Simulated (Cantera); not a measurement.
A Cantera script and its output.

```python
import numpy as np
import cantera as ct

gas = ct.Solution("h2o2.yaml")
gas.TPX = 1375, 21000, {'H2': 1, 'O2': 1, 'N2': 1.7}
reactor = ct.IdealGasConstPressureReactor(gas, energy="off", clone=False)
net = ct.ReactorNet([reactor])
net.rtol, net.atol = 1e-08, 1e-18
show = ['H2', 'O2', 'H2O2', 'OH', 'H2O', 'H']
times = np.geomspace(7e-06, 100, 12)

steps = ct.SolutionArray(gas, extra=["t"])
rows = []
print(f"{'t/s':>10s}{'T/K':>9s}{'P/Pa':>11s}" + "".join(f"{s:>11s}" for s in show))
for t in times:
    while net.time < t:
        t_next = net.step()
        steps.append(gas.state, t=t_next)
    rows.append([np.interp(t, steps.t, y) for y in (steps.T, steps.P, *steps(*show).X.T)])
    print(f"{t:10.3e}{rows[-1][0]:9.1f}{rows[-1][1]:11.4g}" + "".join(f"{x:11.3e}" for x in rows[-1][2:]))
rate = np.gradient(steps.T, steps.t)
print("integrator steps:", len(steps.t))
if steps.T.max() > steps.T[0] + 200:
    print(f"time of steepest temperature rise: {steps.t[rate.argmax()]:.4e} s")
gas.TPX = 1375, 21000, {'H2': 1, 'O2': 1, 'N2': 1.7}
gas.equilibrate("TP")
print(f"equilibrium (TP): T = {gas.T:.1f} K  " + "  ".join(f"{s} {gas[s].X[0]:.3e}" for s in show))
```

It prints:

```
       t/s      T/K       P/Pa         H2         O2       H2O2         OH        H2O          H
 7.000e-06   1375.0    2.1e+04  2.703e-01  2.703e-01  6.020e-10  3.999e-08  1.609e-07  2.379e-07
 3.130e-05   1375.0    2.1e+04  2.701e-01  2.702e-01  1.744e-08  1.732e-05  1.206e-04  9.599e-05
 1.400e-04   1375.0    2.1e+04  2.506e-02  1.534e-01  2.693e-06  1.253e-02  2.195e-01  7.024e-02
 6.258e-04   1375.0    2.1e+04  3.786e-03  1.548e-01  2.111e-06  4.652e-03  3.028e-01  2.818e-03
 2.798e-03   1375.0    2.1e+04  1.390e-04  1.560e-01  3.685e-07  8.842e-04  3.118e-01  1.904e-05
 1.251e-02   1375.0    2.1e+04  1.084e-05  1.562e-01  6.462e-08  2.592e-04  3.123e-01  4.645e-07
 5.595e-02   1375.0    2.1e+04  1.681e-06  1.562e-01  1.426e-08  1.044e-04  3.124e-01  3.030e-08
 2.502e-01   1375.0    2.1e+04  5.784e-07  1.562e-01  5.748e-09  6.077e-05  3.125e-01  6.235e-09
 1.119e+00   1375.0    2.1e+04  5.311e-07  1.562e-01  5.347e-09  5.807e-05  3.125e-01  5.486e-09
 5.002e+00   1375.0    2.1e+04  5.311e-07  1.562e-01  5.347e-09  5.807e-05  3.125e-01  5.486e-09
 2.236e+01   1375.0    2.1e+04  5.311e-07  1.562e-01  5.347e-09  5.807e-05  3.125e-01  5.486e-09
 1.000e+02   1375.0    2.1e+04  5.311e-07  1.562e-01  5.347e-09  5.807e-05  3.125e-01  5.486e-09
integrator steps: 1740
equilibrium (TP): T = 1375.0 K  H2 5.311e-07  O2 1.562e-01  H2O2 5.347e-09  OH 5.807e-05  H2O 3.125e-01  H 5.486e-09
```

Detailed kinetics in Cantera: the H2/O2 subset of GRI-Mech 3.0, which has no nitrogen chemistry. The temperature is held fixed by assumption; the heat of reaction is taken as removed at once.
